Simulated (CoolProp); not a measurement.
Vapour-liquid equilibrium of CH2F2 (R32) (1) + R125 (2) at -47.25 °C; x and y are mole fractions of (1).

Values from CoolProp's multi-fluid Helmholtz-energy mixture model, Tillner-Roth 1997 and Lemmon 2005; pair parameters Lemmon 2004.

```
x      bubble pressure (bar)  y at the bubble point  dew pressure at overall composition x (bar)  liquid density (mol/L)
-----  ---------------------  ---------------------  -------------------------------------------  ----------------------
0.05                   1.072                  0.064                                        1.069                   12.88
0.125                  1.098                  0.157                                        1.089                   13.36
0.2                    1.123                  0.245                                        1.110                   13.86
0.275                  1.147                  0.328                                        1.131                   14.40
0.35                   1.170                  0.406                                        1.153                   14.98
0.425                  1.191                  0.480                                        1.175                   15.61
0.5                    1.210                  0.551                                        1.196                   16.29
0.575                  1.226                  0.618                                        1.216                   17.03
0.65                   1.241                  0.683                                        1.234                   17.85
0.725                  1.252                  0.747                                        1.249                   18.75
0.8                    1.261                  0.812                                        1.259                   19.75
0.875                  1.265                  0.878                                        1.265                   20.87
0.95                   1.265                  0.949                                        1.265                   22.14
```

y crosses x between x = 0.875 and 0.95: the model has an azeotrope there.

The pair parameters rest on a limited set of measurements; away from them the model extrapolates.
